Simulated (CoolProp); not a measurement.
Saturation properties of octamethylcyclotetrasiloxane (D4) (Tc = 313.4 °C, pc = 13.47 bar, ω = 0.598).

The numbers come from the reference Helmholtz-energy equation of state, Thol 2015 in CoolProp.

```csv
T (°C),p (bar),vapour density (kg/m³),enthalpy of vaporisation (kJ/kg)
169.45,0.8612,7.450,___
178.25,1.079,9.279,129.9
187.05,1.338,11.46,___
195.85,1.643,14.03,122.6
204.65,1.998,17.08,118.8
213.45,2.410,___,114.8
222.35,2.890,24.94,110.5
231.15,3.433,___,106.1
239.95,4.051,35.79,101.4
248.75,4.752,42.77,96.38
257.55,5.543,51.11,90.94
266.35,6.433,___,84.98
```

**Question.** Fill in the missing entries.

**Answer.** 
- 169.45, enthalpy of vaporisation (kJ/kg): 133.4
- 187.05, enthalpy of vaporisation (kJ/kg): 126.3
- 213.45, vapour density (kg/m³): 20.67
- 231.15, vapour density (kg/m³): 29.92
- 266.35, vapour density (kg/m³): 61.21

It boils at 175.7 °C under 1 atm.
